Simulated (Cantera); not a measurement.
**Aluminium and copper etching: Cu + F2 + N2**

Charge: 1 mol Cu, a varied amount of F2, 2.8 mol N2, held at 725 K and 1330 Pa.

Cantera equilibrium calculation (NASA polynomials, part measured and part estimated; ideal gas, pure solids and liquids). Candidate condensed phases: Cu, CuF2; 11 gas species. Kinetics and transport are ignored.

From 0.46 mol F2 to 0.95 mol F2 the condensed part is Cu(s) + CuF2(s). From 1.1 mol F2 to 2 mol F2 the condensed part is CuF2(s).

```tsv
n(F2) (mol)	log p N2	log p F2	log p NF3	log p F	log p NF2	log p CuF	log p CuF2	n Cu(s)	n CuF2(s)
0.46	-1.88	<-13	<-13	<-13	<-13	-9.79	-10.03	0.540	0.460
0.55	-1.88	<-13	<-13	<-13	<-13	-9.79	-10.03	0.450	0.550
0.66	-1.88	<-13	<-13	<-13	<-13	-9.79	-10.03	0.340	0.660
0.79	-1.88	<-13	<-13	<-13	<-13	-9.79	-10.03	0.210	0.790
0.95	-1.88	<-13	<-13	<-13	<-13	-9.79	-10.03	0.0500	0.950
1.1	-1.89	-3.52	-4.03	-4.39	-9.53	<-13	-10.03	0	1.00
1.4	-1.93	-3.02	-3.31	-4.14	-9.06	<-13	-10.03	0	1.00
1.7	-1.96	-2.84	-3.05	-4.05	-8.89	<-13	-10.03	0	1.00
2	-2.00	-2.73	-2.90	-4.00	-8.79	<-13	-10.03	0	1.00
```
log p: log10 of the partial pressure in bar; n: condensed amount in mol.
